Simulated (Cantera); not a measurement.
What does this Cantera script print?

```python
import numpy as np
import cantera as ct

gas_names = """
    O2 AL2O CO
""".split()
cond_names = """
    Ta(cr) Ta(L) Ta2O5(s) Ta2O5(L) V(cr) V(L) V2O5(s) V2O5(L) Ti(a) Ti(b) Ti(L) Ti4O7(s) Ti4O7(L) AL(cr)
    AL(L) C(gr)
""".split()


# ... load() reads the species with a 1 bar reference pressure and builds the phases ...
species = {s.name: s for s in load("nasa_gas.yaml", gas_names) + load("nasa_condensed.yaml", cond_names)}
# Each term lists the table entries of one substance; the one whose range holds T is used.
reactions = {
    '0.8 Ta + O2(g) = 0.4 Ta2O5':
        [(-0.8, ['Ta(cr)', 'Ta(L)']), (-1, ['O2']), (0.4, ['Ta2O5(s)', 'Ta2O5(L)'])],
    '0.8 V + O2(g) = 0.4 V2O5':
        [(-0.8, ['V(cr)', 'V(L)']), (-1, ['O2']), (0.4, ['V2O5(s)', 'V2O5(L)'])],
    '1.143 Ti + O2(g) = 0.2857 Ti4O7':
        [(-1.1428571428571428, ['Ti(a)', 'Ti(b)', 'Ti(L)']), (-1, ['O2']), (0.2857142857142857, ['Ti4O7(s)', 'Ti4O7(L)'])],
    '4 Al + O2(g) = 2 Al2O(g)':
        [(-4, ['AL(cr)', 'AL(L)']), (-1, ['O2']), (2, ['AL2O'])],
    '2 C + O2(g) = 2 CO(g)':
        [(-2, ['C(gr)']), (-1, ['O2']), (2, ['CO'])],
}


def pick(names, T):
    return next(species[n] for n in names if species[n].thermo.min_temp <= T <= species[n].thermo.max_temp)


results = []
for label, terms in reactions.items():
    print(label)
    print("     T/K   dH/kJ  dS/(J/K)   dG/kJ   log10 K")
    for T in [300, 1750, 1800, 1850, 1900, 1950, 2000, 2050, 2100, 2150, 2200, 2250]:
        used = [(nu, pick(names, T)) for nu, names in terms]
        dH = sum(nu * s.thermo.h(T) for nu, s in used) / 1e6
        dS = sum(nu * s.thermo.s(T) for nu, s in used) / 1e3
        dG = dH - T * dS / 1e3
        logK = -dG * 1e6 / (ct.gas_constant * T * np.log(10))
        results.append((label, T, dH, dS, dG, logK, [s.name for _, s in used]))
        print(f"{T:8g} {dH:8.1f} {dS:8.1f} {dG:8.1f} {logK:8.2f}")
```

Output:

```
0.8 Ta + O2(g) = 0.4 Ta2O5
     T/K   dH/kJ  dS/(J/K)   dG/kJ   log10 K
     300   -818.4   -181.0   -764.1   133.04
    1750   -797.5   -158.5   -520.0    15.52
    1800   -796.6   -158.0   -512.1    14.86
    1850   -795.8   -157.6   -504.2    14.24
    1900   -794.9   -157.1   -496.4    13.65
    1950   -794.1   -156.7   -488.5    13.09
    2000   -793.3   -156.3   -480.7    12.55
    2050   -792.5   -155.9   -472.9    12.05
    2100   -742.9   -131.8   -466.1    11.59
    2150   -741.2   -131.0   -459.5    11.16
    2200   -739.5   -130.2   -453.0    10.76
    2250   -737.9   -129.5   -446.5    10.37
0.8 V + O2(g) = 0.4 V2O5
     T/K   dH/kJ  dS/(J/K)   dG/kJ   log10 K
     300   -620.2   -176.0   -567.4    98.80
    1750   -575.6   -127.1   -353.2    10.54
    1800   -575.2   -126.9   -346.8    10.06
    1850   -574.8   -126.6   -340.5     9.61
    1900   -574.4   -126.4   -334.1     9.19
    1950   -574.1   -126.3   -327.8     8.78
    2000   -573.8   -126.1   -321.5     8.40
    2050   -573.5   -126.0   -315.2     8.03
    2100   -573.3   -125.9   -308.9     7.68
    2150   -573.1   -125.8   -302.6     7.35
    2200   -591.2   -134.1   -296.3     7.03
    2250   -591.2   -134.0   -289.6     6.72
1.143 Ti + O2(g) = 0.2857 Ti4O7
     T/K   dH/kJ  dS/(J/K)   dG/kJ   log10 K
     300   -972.7   -183.5   -917.7   159.78
    1750   -959.5   -167.5   -666.3    19.89
    1800   -959.0   -167.2   -658.0    19.09
    1850   -958.5   -167.0   -649.6    18.34
    1900   -958.1   -166.8   -641.3    17.63
    1950   -974.5   -175.2   -632.9    16.95
    2000   -909.3   -141.8   -625.8    16.34
    2050   -908.6   -141.4   -618.7    15.76
    2100   -907.9   -141.1   -611.6    15.21
    2150   -907.2   -140.8   -604.6    14.69
    2200   -906.6   -140.5   -597.6    14.19
    2250   -905.9   -140.2   -590.5    13.71
4 Al + O2(g) = 2 Al2O(g)
     T/K   dH/kJ  dS/(J/K)   dG/kJ   log10 K
     300   -290.4    186.2   -346.3    60.29
    1750   -385.8     82.4   -530.0    15.82
    1800   -387.8     81.3   -534.1    15.50
    1850   -389.8     80.1   -538.1    15.19
    1900   -391.9     79.1   -542.1    14.90
    1950   -393.9     78.0   -546.0    14.63
    2000   -395.9     77.0   -549.9    14.36
    2050   -398.0     75.9   -553.7    14.11
    2100   -400.0     75.0   -557.5    13.87
    2150   -402.1     74.0   -561.2    13.63
    2200   -404.2     73.0   -564.9    13.41
    2250   -406.2     72.1   -568.5    13.20
2 C + O2(g) = 2 CO(g)
     T/K   dH/kJ  dS/(J/K)   dG/kJ   log10 K
     300   -221.0    178.8   -274.7    47.82
    1750   -234.0    169.2   -530.1    15.82
    1800   -234.8    168.7   -538.5    15.63
    1850   -235.5    168.3   -547.0    15.44
    1900   -236.3    167.9   -555.4    15.27
    1950   -237.1    167.5   -563.7    15.10
    2000   -237.8    167.1   -572.1    14.94
    2050   -238.6    166.7   -580.5    14.79
    2100   -239.4    166.4   -588.8    14.65
    2150   -240.2    166.0   -597.1    14.51
    2200   -241.0    165.6   -605.4    14.37
    2250   -241.8    165.3   -613.7    14.25
```

Source: NASA polynomial tables (part measured, part estimated), evaluated in Cantera. Condensed species are held in their standard states even where they would react or evaporate.
